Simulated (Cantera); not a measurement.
An adiabatic, constant-volume homogeneous reactor starts with 18.9 % CH₄, 1.42 % CO, 16.7 % O₂, 62.9 % N₂, equivalence ratio 2.3, at 1375 K and 0.326 atm.

Computed with Cantera and GRI-Mech 3.0 (53 species, 325 reactions).

Predict: time of steepest temperature rise; temperature at 1.00 s; equilibrium temperature; x(CO) at 1.00 s; x(O₂) at 1.00 s; x(O) at 1.00 s.

time of steepest temperature rise: 15.6 ms
temperature at 1.00 s: 2503 K
equilibrium temperature: 2503 K
x(CO) at 1.00 s: 0.153 (gas-phase equilibrium 0.153)
x(O₂) at 1.00 s: 1.41e-5 (gas-phase equilibrium 1.41e-5)
x(O) at 1.00 s: 6.50e-5 (gas-phase equilibrium 6.50e-5)
